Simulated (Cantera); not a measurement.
Feed: 1 mol SiH2Cl2, 2.6 mol HCl, 27 mol N2, at 1548 K and 1900 Pa.

These are equilibrium values from Cantera (NASA tables, ideal gas, pure condensed phases), not measurements of a reactor. The tables' values for SiCl3 are old estimates; treat these amounts as uncertain. Rates play no part.

| species | before | after |
|---|---|---|
| N2 | 0.856 | 0.930 |
| HCl | 0.0816 | 0.0408 |
| H2 | 0.0322 | 0.0152 |
| SiCl2 | 0.0258 | 0.0130 |
| SiHCl3 | 4.66e-5 | 1.17e-5 |
| SiCl4 | 0.000965 | 0.000259 |
| SiCl3 | 0.00298 | 0.00109 |
| H | 4.01e-5 | 2.75e-5 |
| Cl | 8.10e-5 | 5.91e-5 |
| Si3N4(s), mol | 0.0210 | 0.196 |
Gas species are given as mole fractions.

Question: What was changed between the two runs?
(A) N2 from 27 to 12 mol
(B) temperature from 1548 K to 998 K
(C) temperature from 1548 K to 1200 K
(D) HCl from 2.6 to 0.037 mol

Answer: D, HCl from 2.6 to 0.037 mol
